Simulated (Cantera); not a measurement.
Feed: 1 mol TEOS, 13 mol CO2, at 975 K and 9.75 Torr.

Method: chemical equilibrium by Gibbs-energy minimisation in Cantera with the NASA 1993 tables (ideal gas, pure condensed phases). Candidate condensed phases: C, C6H6, C7H8, C8H18, H2O, Si, SiC, SiO2; 123 gas species. The feed counts by its element totals alone. Rates play no part.

Base state: CO 0.507, H2 0.267, CO2 0.170, H2O 0.0559 (mole fractions); condensed: SiO2(β-quartz).

### Question
What changes in the equilibrium state with this change: temperature from 975 K to 1400 K?

### Answer
| species | before | after |
|---|---|---|
| CO | 0.507 | 0.556 |
| H2 | 0.267 | 0.219 |
| CO2 | 0.170 | 0.122 |
| H2O | 0.0559 | 0.104 |
| H | 5.18e-9 | 1.99e-5 |
| SiO2(β-quartz), mol | 1.00 | 1.00 |
The tables hold silica as quartz up to 1696 K and as liquid above; real silica turns to tridymite and cristobalite and melts near 1996 K.
